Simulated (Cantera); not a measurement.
A closed system holds: 1 mol SiC, 0.33 mol C, 0.31 mol H2, equilibrated at 2.60 mbar.

Cantera equilibrium calculation (NASA polynomials, part measured and part estimated; ideal gas, pure solids and liquids). Candidate condensed phases: C, C6H6, C7H8, C8H18, Si, SiC; 87 gas species. Gases not in the tables: Si2H6 and higher silanes. Equilibrium is a limit: real reactors are often held back by kinetics, nucleation or transport.

Question: What share of the Si ends up in condensed phases as a function of T (K), at 1775, 1850, 1925, 2000, 2075, 2150, 2225, 2300, 2375, 2450?

Answer: 
```tsv
T (K)	Si condensed (%)	as
1775	100.0	SiC(s)
1850	100.0	SiC(s)
1925	100.0	SiC(s)
2000	100.0	SiC(s)
2075	99.9	SiC(s)
2150	99.7	SiC(s)
2225	99.1	SiC(s)
2300	97.5	SiC(s)
2375	92.9	SiC(s)
2450	76.2	SiC(s)
```
